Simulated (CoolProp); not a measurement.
Vapour-liquid equilibrium of R114 (1) + n-hexane (2) at 0.0978 MPa; x and y are mole fractions of (1).

The numbers come from the multi-fluid Helmholtz-energy mixture model, Platzer 1990 and Thol 2019; pair parameters Bell 2016 in CoolProp. This equation is an older, rougher fit; its heat capacities, sound speeds and derivatives of the liquid may be far off and weren't checked against measurements.

Problem. Give the bubble temperature and the first vapour's composition at x = 0.5, 0.65, 0.8. Is there an azeotrope?

Solution. x = 0.5: 288.1 K, y = 0.919; x = 0.65: 283.8 K, y = 0.947; x = 0.8: 280.3 K, y = 0.970. No azeotrope shows between x = 0.05 and 0.95.

Pair parameters are fitted to limited data, so mixtures are less certain than the pure fluids.
